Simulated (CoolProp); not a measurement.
Nitrous oxide along the isotherm -45.15 °C: fugacity coefficient from the reference equation and from simpler models built on Tc = 36.4 °C, pc = 72.45 bar, ω = 0.161; each cubic takes its own stable root.

Computed with CoolProp (reference Helmholtz-energy equation of state, Lemmon 2006). It is a short technical equation, of lower accuracy than the large ones.

```
p (bar)   phase  reference
-------  ------  ---------
0.573       gas     0.9929
1.02        gas     0.9874
1.81        gas     0.9776
3.22        gas     0.9600
5.73        gas     0.9286
10.2     liquid     0.6926
18.1     liquid     0.3969
32.2     liquid     0.2299
57.3     liquid     0.1362
102      liquid    0.08399
181      liquid    0.05572
```

Problem. How far does each simpler model (Redlich-Kwong, Soave-Redlich-Kwong) lie from the reference over these 11 states: mean and median of the absolute difference, and the worst?

Solution. 
- Redlich-Kwong: mean 12.8 %, median 21.8 %, worst +26.1 % at -45.15 °C and 181 bar
- Soave-Redlich-Kwong: mean 1.3 %, median 1.2 %, worst +3.9 % at -45.15 °C and 181 bar
